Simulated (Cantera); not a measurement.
A perfectly stirred reactor is fed with CH4 : H2 : O2 : N2 = 1 : 0.83 : 5.14 : 19.3 (molar parts), at 0.260 bar; it is adiabatic with a 300 K inlet, and is followed from long to short residence time, starting on the burning branch (τ in s: 0.16, 0.063, 0.025, 0.0098, 0.0039, 0.0015, 0.00061, 0.00024, 9.6e-05).

Detailed kinetics in Cantera: GRI-Mech 3.0 (53 species, 325 reactions).

### Question
Predict: blow-out, bracketed by the residence times tried; x(CH4) at τ = 0.160 s; x(H2) at τ = 0.160 s; x(O2) at τ = 0.160 s; x(HO2) at τ = 0.160 s; x(N2O) at τ = 0.160 s; x(CH4) at τ = 3.90 ms; x(H2) at τ = 3.90 ms; x(O2) at τ = 3.90 ms; x(HO2) at τ = 3.90 ms; x(N2O) at τ = 3.90 ms.

### Answer
* **blow-out, bracketed by the residence times tried**: burning at 1.50 ms, out at 0.610 ms
* **x(CH4) at τ = 0.160 s**: 2.52e-5
* **x(H2) at τ = 0.160 s**: 0.000195
* **x(O2) at τ = 0.160 s**: 0.105
* **x(HO2) at τ = 0.160 s**: 3.84e-6
* **x(N2O) at τ = 0.160 s**: 2.60e-7
* **x(CH4) at τ = 3.90 ms**: 0.000329
* **x(H2) at τ = 3.90 ms**: 0.00200
* **x(O2) at τ = 3.90 ms**: 0.108
* **x(HO2) at τ = 3.90 ms**: 1.87e-5
* **x(N2O) at τ = 3.90 ms**: 9.28e-8
